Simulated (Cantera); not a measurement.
Charge: 1 mol PbI₂, 1 mol H₂, equilibrated at 802 °C and 1.20 Pa.

Cantera equilibrium calculation (NASA polynomials, part measured and part estimated; ideal gas, pure solids and liquids). Candidate condensed phases: I₂, Pb, PbI₂; 10 gas species. The tables' values for PbI₄ are old estimates; treat these amounts as uncertain. Kinetics and transport are ignored.

Base state: I 0.335, H₂ 0.309, Pb 0.127, PbI 0.113, PbI₂ 0.0851, HI 0.0310, PbI₄ 0.000151, I₂ 0.000120 (mole fractions); condensed: gas only.

Problem. What changes in the equilibrium state with this change: temperature from 802 °C to 1375 °C?

Solution. 
```csv
species,before,after
I,0.335,0.496
Pb,0.127,0.248
H₂,0.309,0.242
PbI,0.113,0.000146
PbI₂,0.0851,3.36e-8
H,2.36e-6,0.0127
HI,0.0310,0.00152
PbI₄,0.000151,<1e-9
I₂,0.000120,6.35e-7
```
